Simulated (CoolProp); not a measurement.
Vapour-liquid equilibrium of CH2F2 (R32) (1) + R227EA (2) at 205 K; x and y are mole fractions of (1).

Values from CoolProp's multi-fluid Helmholtz-energy mixture model, Tillner-Roth 1997 and Lemmon 2016; pair parameters Bell 2016.

Task: Give the bubble pressure and the first vapour's composition at x = 0.35, 0.65, 0.95. Is there an azeotrope?

Result: x = 0.35: 0.02321 MPa, y = 0.842; x = 0.65: 0.03216 MPa, y = 0.923; x = 0.95: 0.03908 MPa, y = 0.985. No azeotrope shows between x = 0.05 and 0.95.

The pair parameters rest on a limited set of measurements; away from them the model extrapolates.
